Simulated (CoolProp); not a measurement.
Vapour-liquid equilibrium of propylene (1) + propane (2) at 0.86 MPa; x and y are mole fractions of (1).

Model: multi-fluid Helmholtz-energy mixture model, Lemmon 2013 and Lemmon 2009; pair parameters Bell 2016, in CoolProp.

```json
[
 {"x": "0.05", "bubble temperature (°C)": "20.5", "y at the bubble point": "0.061", "dew temperature at overall composition x (°C)": "20.6", "liquid density (mol/L)": "11.36"},
 {"x": "0.15", "bubble temperature (°C)": "19.4", "y at the bubble point": "0.178", "dew temperature at overall composition x (°C)": "19.7", "liquid density (mol/L)": "11.47"},
 {"x": "0.25", "bubble temperature (°C)": "18.4", "y at the bubble point": "0.288", "dew temperature at overall composition x (°C)": "18.8", "liquid density (mol/L)": "11.58"},
 {"x": "0.35", "bubble temperature (°C)": "17.5", "y at the bubble point": "0.392", "dew temperature at overall composition x (°C)": "17.9", "liquid density (mol/L)": "11.70"},
 {"x": "0.45", "bubble temperature (°C)": "16.7", "y at the bubble point": "0.492", "dew temperature at overall composition x (°C)": "17.1", "liquid density (mol/L)": "11.81"},
 {"x": "0.55", "bubble temperature (°C)": "16.0", "y at the bubble point": "0.588", "dew temperature at overall composition x (°C)": "16.3", "liquid density (mol/L)": "11.93"},
 {"x": "0.65", "bubble temperature (°C)": "15.4", "y at the bubble point": "0.681", "dew temperature at overall composition x (°C)": "15.6", "liquid density (mol/L)": "12.05"},
 {"x": "0.75", "bubble temperature (°C)": "14.8", "y at the bubble point": "0.773", "dew temperature at overall composition x (°C)": "14.9", "liquid density (mol/L)": "12.17"},
 {"x": "0.85", "bubble temperature (°C)": "14.3", "y at the bubble point": "0.864", "dew temperature at overall composition x (°C)": "14.4", "liquid density (mol/L)": "12.29"},
 {"x": "0.95", "bubble temperature (°C)": "13.8", "y at the bubble point": "0.954", "dew temperature at overall composition x (°C)": "13.9", "liquid density (mol/L)": "12.42"}
]
```

No azeotrope shows between x = 0.05 and 0.95.

The pair parameters rest on a limited set of measurements; away from them the model extrapolates.
